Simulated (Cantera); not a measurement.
Feed: 1 mol acetone, 0.033 mol NH3, 46 mol H2, held at 2.30 mbar.

Equilibrium computed with Cantera from the NASA thermochemical tables; the gas is ideal and each condensed phase is pure. Candidate condensed phases: C, C6H6, C7H8, C8H18, H2O; 136 gas species. The feed counts by its element totals alone. Rates play no part.

Task: At 2423 K, list the 5 most abundant gas species with their mole fractions, and the condensed phases.

Result: H2 0.674, H 0.303, CO 0.0169, C2H2 (acetylene) 0.00521, HCN 0.000381. Condensed: C(graphite).
